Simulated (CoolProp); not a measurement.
A single-stage vapour-compression cycle with R125: evaporating at 203.15 K (dew point), condensing at 225.15 K (bubble point), superheat 5 K, subcooling 2 K, compressor efficiency 0.85, no pressure losses. Each further row changes one setting.

Computed with CoolProp (reference Helmholtz-energy equation of state, Lemmon 2005).

```tsv
case	cooling COP	pressure ratio	discharge temperature (K)	refrigerating effect (kJ/kg)	volumetric capacity (kJ/m³)
as stated	7.27	3.38	242.3	157	333
evaporating temperature 208.15 K	9.83	2.50	239.0	160	450
condensing temperature 220.15 K	9.59	2.63	235.1	162	344
subcooling 7 K	7.52	3.38	242.3	162	344
superheat 15 K	7.21	3.38	252.8	163	330
compressor efficiency 0.75	6.41	3.38	246.3	157	333
```
